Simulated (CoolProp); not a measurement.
Values from CoolProp's reference Helmholtz-energy equation of state, Setzmann 1991.

Task: Give the vapour pressure (MPa), enthalpy of vaporisation (kJ/kg), liquid cp (kJ/(kg K)), surface tension (mN/m) of saturated methane at 116.9 K.

Result: 
```csv
T (K),p (MPa),enthalpy of vaporisation (kJ/kg),liquid cp (kJ/(kg K)),surface tension (mN/m)
116.9,0.153,501,3.52,11.9
```

Surface tension comes from a separate correlation (Mulero 2012).
